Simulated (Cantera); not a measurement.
Input: 1 mol SiH2Cl2, 91 mol N2, held at 873 K and 4300 Pa.

Method: chemical equilibrium by Gibbs-energy minimisation in Cantera with the NASA 1993 tables (ideal gas, pure condensed phases). Candidate condensed phases: NH4Cl, Si, Si3N4; 28 gas species. N2 is the only nitrogen source here; it is nearly inert below about 1500 K, so the nitride shown seldom forms there in practice. Rates play no part.

Base state: N2 0.980, HCl 0.0159, H2 0.00290, SiCl4 0.00145 (mole fractions); condensed: Si3N4(s).

Q: What changes in the equilibrium state with this change: temperature from 873 K to 1575 K?

A: 
| species | before | after |
|---|---|---|
| N2 | 0.980 | 0.979 |
| HCl | 0.0159 | 0.0131 |
| H2 | 0.00290 | 0.00425 |
| SiCl2 | <1e-9 | 0.00378 |
| SiCl4 | 0.00145 | 4.26e-5 |
| Cl | <1e-9 | 3.20e-5 |
| H | <1e-9 | 1.31e-5 |
| Si3N4(s), mol | 0.289 | 0.208 |
The tables' values for SiCl3 are old estimates; treat these amounts as uncertain.

Q: What changes in the equilibrium state with this change: SiH2Cl2 replaced by Si3H8?

A: 
```json
[
 {"species": "N2", "before": "0.980", "after": "0.957"},
 {"species": "H2", "before": "0.00290", "after": "0.0430"},
 {"species": "HCl", "before": "0.0159", "after": "0"},
 {"species": "SiCl4", "before": "0.00145", "after": "0"},
 {"species": "Si3N4(s), mol", "before": "0.289", "after": "1.00"}
]
```
The feed counts by its element totals alone.

Q: What changes in the equilibrium state with this change: N2 from 91 to 4.4 mol?

A: 
```csv
species,before,after
N2,0.980,0.688
HCl,0.0159,0.186
H2,0.00290,0.0838
SiCl4,0.00145,0.0419
SiHCl3,5.69e-7,4.03e-5
"Si3N4(s), mol",0.289,0.254
```
